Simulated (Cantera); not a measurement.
## S + H2 (abatement and gas-phase synthesis)

A closed system holds: 1 mol S, 0.053 mol H2, at 9000000 Pa.

Cantera equilibrium calculation (NASA polynomials, part measured and part estimated; ideal gas, pure solids and liquids). Candidate condensed phases: S; 7 gas species. The ideal-gas law is rough above about 30 bar. Gases not in the tables: S3 to S7. Rates play no part.

```csv
T (°C),x H2S,x S2,x S8,x H2,x SH,n S(l)
377,0.998,5.36e-5,0.00137,0.000332,8.60e-10,0.946
402,0.998,0.000115,0.00187,0.000414,2.36e-9,0.946
427,0.997,0.000234,0.00248,0.000510,6.00e-9,0.946
452,0.996,0.000451,0.00319,0.000620,1.43e-8,0.946
477,0.994,0.000830,0.00400,0.000746,3.22e-8,0.945
502,0.993,0.00146,0.00489,0.000888,6.87e-8,0.945
527,0.991,0.00248,0.00587,0.00105,1.40e-7,0.944
552,0.988,0.00405,0.00691,0.00123,2.72e-7,0.944
577,0.984,0.00643,0.00799,0.00142,5.08e-7,0.943
602,0.979,0.00990,0.00909,0.00164,9.15e-7,0.942
627,0.973,0.0148,0.0102,0.00187,1.59e-6,0.941
652,0.965,0.0217,0.0112,0.00212,2.68e-6,0.940
677,0.954,0.0310,0.0122,0.00238,4.39e-6,0.938
```
x: gas mole fraction; n: condensed amount in mol.

From 377 °C to 677 °C the condensed part is S(l).
